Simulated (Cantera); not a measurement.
Feed: 1 mol Si, 4.3 mol N2O, 14 mol H2, at 2048 K and 8200 Pa.

These are equilibrium values from Cantera (NASA tables, ideal gas, pure condensed phases), not measurements of a reactor. The tables hold silica as quartz up to 1696 K and as liquid above; real silica turns to tridymite and cristobalite and melts near 1996 K. Gases not in the tables: Si(OH)4. Equilibrium is a limit: real reactors are often held back by kinetics, nucleation or transport.

```csv
species,before,after
H2,0.620,0.611
N2,0.232,0.282
SiO,0.00853,0.0886
H2O,0.133,0.0126
OH,0.000143,1.37e-5
H,0.00616,0.00611
"SiO2(l), mol",0.842,1.02
```
Gas species are given as mole fractions.

Question: Which change was made?
A) N2O from 4.3 to 0.029 mol
B) N2O from 4.3 to 0.33 mol
C) pressure from 8200 Pa to 100000 Pa
D) Si replaced by Si3N4

Answer: D, Si replaced by Si3N4
